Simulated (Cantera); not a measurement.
What does this Cantera script print?

```python
import numpy as np
import cantera as ct

gas_names = """
    Br Br2 H HBr H2 Si SiBr SiBr2 SiBr3 SiBr4 SiH SiHBr3 SiH2 SiH2Br2 SiH3 SiH3Br SiH4 Si2 Si3
""".split()
cond_names = """
    Br2(cr) Br2(L) Si(cr) Si(L)
""".split()


# ... load() reads the species with a 1 bar reference pressure and builds the phases ...
atoms = {
    'Si': {'Si': 1},
    'HBr': {'H': 1, 'Br': 1},
}
top_T = {}  # K; cautious upper limits of use, not melting points


# ... equilibrate(T, P, feed) seeds the gas with the atoms and calls Mixture.equilibrate('TP', solver="vcs", rtol=1e-11, max_steps=5000) ...
results = []
T = 850  # K
P = 1000  # Pa
for m in [3, 5.9, 8.8, 12, 15, 17, 20]:
    feed = {'Si': 1, 'HBr': m}  # mol
    mix = equilibrate(T, P, feed)
    results.append((T, P, feed, dict(zip(mix.species_names, mix.species_moles))))

top = {s: max(r[3][s] / sum(r[3][g] for g in gas_names) for r in results) for s in gas_names}
cols = sorted((s for s in top if top[s] > 0.001), key=lambda s: -top[s])[:5]
seen = [c for c in cond_names if any(r[3].get(c, 0) > 1e-12 for r in results)]
print("log10 of partial pressures in bar; condensed amounts in mol")
print(f"{'n(HBr)':>10s}" + "".join(f"{s[:9]:>10s}" for s in cols + seen))
for T, P, feed, n in results:
    ng = sum(n[g] for g in gas_names)
    print(f"{feed['HBr']:10.4g}" + "".join(f"{np.log10(max(n[s] / ng * P / 1e5, 1e-99)):10.3f}" for s in cols)
          + "".join(f"{n.get(c, 0):10.4g}" for c in seen))
```

It prints:

```
log10 of partial pressures in bar; condensed amounts in mol
    n(HBr)       HBr        H2     SiBr4    SiHBr3    Si(cr)
         3    -3.706    -2.187    -2.495    -4.009    0.2547
       5.9    -2.411    -2.389    -2.691    -5.702         0
       8.8    -2.211    -2.591    -2.892    -6.306         0
        12    -2.138    -2.740    -3.042    -6.677         0
        15    -2.105    -2.845    -3.146    -6.920         0
        17    -2.090    -2.903    -3.204    -7.050         0
        20    -2.075    -2.978    -3.279    -7.215         0
```

Method: chemical equilibrium by Gibbs-energy minimisation in Cantera with the NASA 1993 tables (ideal gas, pure condensed phases). The tables' values for SiBr3 are old estimates; treat these amounts as uncertain.
